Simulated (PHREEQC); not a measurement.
# Brine: speciation

Dissolve 0.0019 mol/kgw NaBr, 0.051 mol/kgw FeCl2 and 0.026 mol/kgw LiCl at 18 °C. Closed to the air; pH follows from the charge balance.

Equilibrium calculation in PHREEQC: ion-association model, wateq4f.dat.

| Quantity | Value |
|---|---|
| pH | 5.74 |
| ionic strength | 0.175 mol/kgw |

```
species  molality  activity   log γ
-------  --------  --------  ------
Cl-         0.125    0.0907  -0.140
Fe+2       0.0482    0.0166  -0.463
Li+        0.0260    0.0199  -0.116
FeCl+     0.00277   0.00208  -0.125
Br-       0.00190   0.00143  -0.122
Na+       0.00190   0.00143  -0.123
H+        2.26e-6   1.81e-6  -0.094
FeOH+     2.25e-6   1.69e-6  -0.125
OH-       4.41e-9   3.17e-9  -0.143
```

This is a speciation only: nothing precipitates in the calculation.
